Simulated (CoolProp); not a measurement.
Computed with CoolProp (reference Helmholtz-energy equation of state, Tillner-Roth 1997).

Question: For CH2F2 (R32), give the phase and the density (kg/m³), viscosity (µPa s) at 394.1 K and 72.6 bar; 435 K and 72.6 bar.

Answer: 
- 394.1 K and 72.6 bar: supercritical; density 184, viscosity 20.9
- 435 K and 72.6 bar: supercritical; density 136, viscosity 20.9

Viscosity comes from a separate model (Bell 2016), an estimate that may be off by 10 % or more.
